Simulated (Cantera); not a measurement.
Charge: 1 mol C3H6, 0.45 mol H2, held at 4500 Pa.

Method: chemical equilibrium by Gibbs-energy minimisation in Cantera with the NASA 1993 tables (ideal gas, pure condensed phases). Candidate condensed phases: C, C6H6, C7H8, C8H18; 76 gas species. Equilibrium is a limit: real reactors are often held back by kinetics, nucleation or transport.

log p: log10 of the partial pressure in bar; n: condensed amount in mol.

| T (K) | log p H2 | log p H | log p C2H2 (acetylene) | log p C2H | log p C3 | n C(graphite) |
|---|---|---|---|---|---|---|
| 1598 | -1.35 | -4.95 | -5.92 | -12.00 | <-13 | 3.00 |
| 1698 | -1.35 | -4.51 | -5.49 | -10.91 | <-13 | 3.00 |
| 1798 | -1.35 | -4.13 | -5.11 | -9.95 | -12.97 | 3.00 |
| 1898 | -1.35 | -3.78 | -4.77 | -9.09 | ? | 3.00 |
| 1998 | -1.35 | -3.47 | -4.47 | -8.32 | ? | 2.99 |
| 2098 | -1.35 | -3.19 | -4.20 | -7.62 | ? | 2.99 |
| 2198 | -1.36 | -2.93 | -3.96 | -6.99 | ? | 2.98 |
| 2298 | -1.37 | -2.70 | -3.74 | -6.42 | ? | 2.97 |
| 2398 | -1.38 | -2.49 | -3.54 | -5.90 | ? | 2.95 |
| 2498 | -1.40 | -2.30 | -3.37 | -5.42 | ? | 2.93 |
| 2598 | -1.43 | -2.13 | -3.22 | -4.99 | ? | 2.90 |
| 2698 | -1.47 | -1.98 | -3.10 | -4.59 | ? | 2.85 |

Q: What belongs in the gaps?

A: 
- 1898, log p C3: -11.71
- 1998, log p C3: -10.58
- 2098, log p C3: -9.56
- 2198, log p C3: -8.63
- 2298, log p C3: -7.79
- 2398, log p C3: -7.02
- 2498, log p C3: -6.32
- 2598, log p C3: -5.67
- 2698, log p C3: -5.07
